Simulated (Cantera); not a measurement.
## Equilibrium for carbon deposition, reforming and gasification: n-butane + H₂

A closed system holds: 1 mol n-butane, 87 mol H₂, at 2127 °C and 100000 Pa.

Cantera equilibrium calculation (NASA polynomials, part measured and part estimated; ideal gas, pure solids and liquids). Candidate condensed phases: C, C₆H₆, C₇H₈, C₈H₁₈; 76 gas species. Equilibrium is a limit: real reactors are often held back by kinetics, nucleation or transport.

```yaml
x(H₂): 0.977
x(H): 0.0157
x(C₂H₂ (acetylene)): 0.00681
x(CH₄): 0.000170
x(CH₃): 5.02e-5
x(C₄H₂): 1.95e-5
x(C₂H₄): 7.00e-6
x(C₂H): 6.31e-6
x(C₂H₂ (vinylidene)): 3.73e-6
n(C(graphite)): 2.71 mol
gas_amount: 92.71 mol
```
